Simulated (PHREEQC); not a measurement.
Consider water at 20 °C with 0.024 mol/kgw HF, 0.00089 mol/kgw H2SiF6 and 3.3e-05 mol/kgw H3PO4. Closed to the air; pH follows from the charge balance.

Model: ion-association model, phreeqc.dat, run in PHREEQC.

This is a speciation only: nothing precipitates in the calculation.

Task: Order these F species by the share of F that they hold, largest first: F-, SiF6-2, HF, HF2-.

Result: HF (69 %), SiF6-2 (18 %), F- (11 %), HF2- (1.7 %)

The pH is 2.31 and the ionic strength 0.00620 mol/kgw. SiF6-2 is the database's only silicon fluoride.
